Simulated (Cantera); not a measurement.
Charge: 1 mol CCl4, 1.4 mol CH4, 0.095 mol H2, equilibrated at 1.20 Torr.

Method: chemical equilibrium by Gibbs-energy minimisation in Cantera with the NASA 1993 tables (ideal gas, pure condensed phases). Candidate condensed phases: C, C6H6, C7H8, C8H18; 91 gas species. The tables' values for CCl are old estimates; treat these amounts as uncertain. Kinetics and transport are ignored. All values below are at 2923 K.

Base state: H 0.489, Cl 0.367, C3 0.0653, HCl 0.0274, H2 0.0249, C 0.0137, C2 0.00710, C2H 0.00314 (mole fractions); condensed: gas only.

### Question
What changes in the equilibrium state with this change: pressure from 1.20 Torr to 0.533 Torr?

### Answer
```
species             before     after
----------------  --------  --------
H                    0.489     0.512
Cl                   0.367     0.368
C3                  0.0653    0.0604
HCl                 0.0274    0.0127
H2                  0.0249    0.0121
C                   0.0137    0.0230
C4H2               1.82e-5   2.70e-6
C2HCl              2.35e-5   6.05e-6
C2H2 (acetylene)   0.00104  0.000280
C5                0.000795  0.000406
```
